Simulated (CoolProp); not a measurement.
Values from CoolProp's reference Helmholtz-energy equation of state, Lemmon 2013.

For propylene, give the phase and the speed of sound (m/s), Prandtl number at 530.8 K and 3.09 bar; 465.5 K and 8.88 bar.


- 530.8 K and 3.09 bar: gas; speed of sound 337, Prandtl number 0.743
- 465.5 K and 8.88 bar: gas; speed of sound 311, Prandtl number 0.751

Viscosity comes from a separate model (Huber 2003), an estimate that may be off by 10 % or more. Thermal conductivity comes from a separate model (Huber 2003), an estimate that may be off by 10 % or more.
